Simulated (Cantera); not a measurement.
An isothermal, constant-pressure homogeneous reactor starts with NH₃ : H₂ = 1 : 4.1 (molar parts), at 1775 K and 2300 Pa. Integrator tolerance rtol = 1e-08.

Cantera simulation using the gas-phase N/H chemistry of the illustrative SiF4/NH3 mechanism in the Surface Chemkin manual (1991); the numbers are that mechanism's predictions, not measurements. Walls and surfaces, which speed up NH3 decomposition in real reactors, are not modelled.

What does this change do: NH3 1 to 7.6 parts?


```csv
quantity,before,after
x(NH₃) at 30.0 s,0.0351 (gas-phase equilibrium 1.76e-7),0.0622 (gas-phase equilibrium 2.23e-7)
x(H₂) at 30.0 s,0.897 (gas-phase equilibrium 0.916),0.759 (gas-phase equilibrium 0.802)
x(N₂) at 30.0 s,0.0673 (gas-phase equilibrium 0.0819),0.178 (gas-phase equilibrium 0.197)
x(H) at 30.0 s,0.000485 (gas-phase equilibrium 0.00184),0.000352 (gas-phase equilibrium 0.00172)
x(NH) at 30.0 s,1.36e-6 (gas-phase equilibrium 9.43e-11),1.75e-6 (gas-phase equilibrium 1.37e-10)
x(N₂H₂) at 30.0 s,5.33e-8 (gas-phase equilibrium <1e-12),1.18e-7 (gas-phase equilibrium <1e-12)
x(N₂H₄) at 30.0 s,2.11e-10 (gas-phase equilibrium <1e-12),4.86e-10 (gas-phase equilibrium <1e-12)
```

What does this change do: temperature 1775 to 1350 K?


```json
[
 {"quantity": "x(NH₃) at 30.0 s", "before": "0.0351 (gas-phase equilibrium 1.76e-7)", "after": "0.196 (gas-phase equilibrium 5.82e-7)"},
 {"quantity": "x(H₂) at 30.0 s", "before": "0.897 (gas-phase equilibrium 0.916)", "after": "0.804 (gas-phase equilibrium 0.918)"},
 {"quantity": "x(N₂) at 30.0 s", "before": "0.0673 (gas-phase equilibrium 0.0819)", "after": "5.73e-5 (gas-phase equilibrium 0.0820)"},
 {"quantity": "x(H) at 30.0 s", "before": "0.000485 (gas-phase equilibrium 0.00184)", "after": "9.20e-6 (gas-phase equilibrium 1.52e-5)"},
 {"quantity": "x(NH) at 30.0 s", "before": "1.36e-6 (gas-phase equilibrium 9.43e-11)", "after": "7.51e-9 (gas-phase equilibrium <1e-12)"},
 {"quantity": "x(N₂H₂) at 30.0 s", "before": "5.33e-8 (gas-phase equilibrium <1e-12)", "after": "1.04e-8 (gas-phase equilibrium <1e-12)"},
 {"quantity": "x(N₂H₄) at 30.0 s", "before": "2.11e-10 (gas-phase equilibrium <1e-12)", "after": "5.49e-10 (gas-phase equilibrium <1e-12)"}
]
```
